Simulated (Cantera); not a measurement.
What does this Cantera script print?

```python
import numpy as np
import cantera as ct

gas_names = """
    H H2 N NH NH2 NH3 N2 N2H2 N2H4 Si SiH SiH2 SiH3 SiH4 SiN Si2 Si2N Si3
""".split()
cond_names = """
    Si(cr) Si(L) Si3N4(a)
""".split()


# ... load() reads the species with a 1 bar reference pressure and builds the phases ...
atoms = {
    'SiH4': {'Si': 1, 'H': 4},
    'N2': {'N': 2},
    'H2': {'H': 2},
}
top_T = {'Si3N4(a)': 2400}  # K; cautious upper limits of use, not melting points


# ... equilibrate(T, P, feed) seeds the gas with the atoms and calls Mixture.equilibrate('TP', solver="vcs", rtol=1e-11, max_steps=5000) ...
results = []
feed = {'SiH4': 1, 'N2': 3.9, 'H2': 2.9}  # mol
P = 810  # Pa
for T in [798, 948, 1098, 1248, 1398, 1548, 1698, 1848, 1998]:
    mix = equilibrate(T, P, feed)
    results.append((T, P, feed, dict(zip(mix.species_names, mix.species_moles))))
    x = sorted(zip(gas.X, gas.species_names), reverse=True)
    print(f"T = {T:g} K  P = {P:g} Pa  gas = {mix.phase_moles(0):.4g} mol")
    print("   x: " + "  ".join(f"{s} {v:.3e}" for v, s in x if v > 0.0001))
    print("   condensed (mol): " + ("  ".join(f"{mix.phase(i).name} {mix.phase_moles(i):.4g}"
          for i in range(1, mix.n_phases) if mix.phase_moles(i) > 1e-12) or "none"))
```

It prints:

```
T = 798 K  P = 810 Pa  gas = 8.133 mol
   x: H2 6.025e-01  N2 3.975e-01
   condensed (mol): Si3N4(a) 0.3333
T = 948 K  P = 810 Pa  gas = 8.133 mol
   x: H2 6.025e-01  N2 3.975e-01
   condensed (mol): Si3N4(a) 0.3333
T = 1098 K  P = 810 Pa  gas = 8.133 mol
   x: H2 6.025e-01  N2 3.975e-01
   condensed (mol): Si3N4(a) 0.3333
T = 1248 K  P = 810 Pa  gas = 8.133 mol
   x: H2 6.025e-01  N2 3.975e-01
   condensed (mol): Si3N4(a) 0.3333
T = 1398 K  P = 810 Pa  gas = 8.133 mol
   x: H2 6.024e-01  N2 3.975e-01
   condensed (mol): Si3N4(a) 0.3333
T = 1548 K  P = 810 Pa  gas = 8.134 mol
   x: H2 6.022e-01  N2 3.975e-01  H 2.655e-04
   condensed (mol): Si3N4(a) 0.3333
T = 1698 K  P = 810 Pa  gas = 8.139 mol
   x: H2 6.014e-01  N2 3.973e-01  H 1.246e-03
   condensed (mol): Si3N4(a) 0.3332
T = 1848 K  P = 810 Pa  gas = 8.827 mol
   x: H2 5.529e-01  N2 4.418e-01  H 4.380e-03  Si 7.745e-04
   condensed (mol): Si(L) 0.9917
T = 1998 K  P = 810 Pa  gas = 8.908 mol
   x: H2 5.433e-01  N2 4.377e-01  H 1.314e-02  Si 5.250e-03  SiH 2.374e-04  Si2N 1.076e-04
   condensed (mol): Si(L) 0.9467
```

Method: chemical equilibrium by Gibbs-energy minimisation in Cantera with the NASA 1993 tables (ideal gas, pure condensed phases). N2 is the only nitrogen source here; it is nearly inert below about 1500 K, so the nitride shown seldom forms there in practice. The tables' values for SiN are old estimates; treat these amounts as uncertain. Gases not in the tables: Si2H6 and higher silanes.
